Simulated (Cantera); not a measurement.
A perfectly stirred reactor is fed with 62.1 % NH3, 37.9 % H2, at 0.0267 bar; it is held at 1825 K, and followed from long to short residence time.

Computed with Cantera and the gas-phase N/H chemistry of the illustrative SiF4/NH3 mechanism in the Surface Chemkin manual (1991). Walls and surfaces, which speed up NH3 decomposition in real reactors, are not modelled.

Q: Predict: x(NH3) at τ = 0.310 s; x(H2) at τ = 0.310 s; x(N2) at τ = 0.310 s; x(NH) at τ = 0.310 s; x(NH2) at τ = 0.310 s; x(NH3) at τ = 15.0 ms; x(H2) at τ = 15.0 ms; x(N2) at τ = 15.0 ms; x(NH) at τ = 15.0 ms; x(NH2) at τ = 15.0 ms.

A: 
```json
{
 "x(NH3) at τ = 0.310 s": "0.579",
 "x(H2) at τ = 0.310 s": "0.407",
 "x(N2) at τ = 0.310 s": "0.0127",
 "x(NH) at τ = 0.310 s": "5.32e-6",
 "x(NH2) at τ = 0.310 s": "0.000449",
 "x(NH3) at τ = 15.0 ms": "0.620",
 "x(H2) at τ = 15.0 ms": "0.380",
 "x(N2) at τ = 15.0 ms": "0.000299",
 "x(NH) at τ = 15.0 ms": "2.95e-6",
 "x(NH2) at τ = 15.0 ms": "0.000342"
}
```
